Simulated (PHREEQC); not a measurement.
# Alkaline etch or developer

Consider water at 25 °C with 0.0024 mol/kgw NaOH, 2.1e-05 mol/kgw H4SiO4 and 0.0019 mol/kgw K2CO3. Closed to the air; pH follows from the charge balance.

Model: ion-association model, phreeqc.dat, run in PHREEQC.

Each row changes one thing in this solution. Precipitation was switched off in this run.

| case | pH | ionic strength (mol/kgw) | CO3-2 (mol/kgw) | HCO3- (mol/kgw) | NaCO3- (mol/kgw) | H3SiO4- (mol/kgw) | SI of Quartz (SiO2) |
|---|---|---|---|---|---|---|---|
| as made | 11.35 | 0.00787 | 0.00172 | 0.000125 | 5.26e-5 | 2.00e-5 | -2.28 |
| NaOH replaced by Na3PO4 at the same molality | 11.28 | 0.0155 | 0.00164 | 0.000129 | 0.000133 | 2.00e-5 | -2.22 |
| H4SiO4 replaced by Na2SiF6 at the same molality | 11.34 | 0.00791 | 0.00172 | 0.000128 | 5.33e-5 | 2.00e-5 | -2.26 |
| temperature from 25 to 55 °C | 10.54 | 0.00738 | 0.00133 | 0.000417 | 0.000152 | 1.93e-5 | -2.26 |
| diluted 100-fold with water | 9.59 | 6.50e-5 | 3.01e-6 | 1.60e-5 | 1.30e-9 | 7.72e-8 | -2.90 |

Species that the database lacks are ignored. At this temperature some constants are extrapolated from 25 °C, and those without enthalpy data are left unchanged.
